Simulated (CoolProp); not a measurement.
A single-stage vapour-compression cycle with the fluid: evaporating at 299.15 K (dew point), condensing at 334.15 K (bubble point), superheat 8 K, subcooling 0 K, compressor efficiency 0.7, no pressure losses. The same conditions are run with several fluids, on thermodynamics alone (safety and materials aside).

Values from CoolProp's reference Helmholtz-energy equation of state of each fluid (R143a: Lemmon and Jacobsen 2000; 1,2-dichloroethane: Thol 2015; isobutane: Bücker 2006; propyne: Polt 1992; R245ca: Zhou 2016; carbonyl sulfide: Lemmon 2006). The equations of Platzer and Polt are older, rougher fits.

Q: Rank R143a, 1,2-dichloroethane, isobutane, propyne, R245ca, carbonyl sulfide by cooling COP, highest first.

A: 1,2-dichloroethane (5.49), R245ca (5.14), propyne (5.10), isobutane (4.92), carbonyl sulfide (4.72), R143a (3.83)

| fluid | pressure ratio | discharge temperature (K) | refrigerating effect (kJ/kg) | volumetric capacity (kJ/m³) |
|---|---|---|---|---|
| R143a | 2.27 | 352.5 | 102 | 5650 |
| 1,2-dichloroethane | 4.29 | 374.2 | 315 | 135 |
| isobutane | 2.46 | 343.7 | 252 | 2280 |
| propyne | 2.46 | 362.9 | 390 | 4080 |
| R245ca | 3.24 | 344.3 | 162 | 918 |
| carbonyl sulfide | 2.17 | 377.3 | 200 | 7270 |
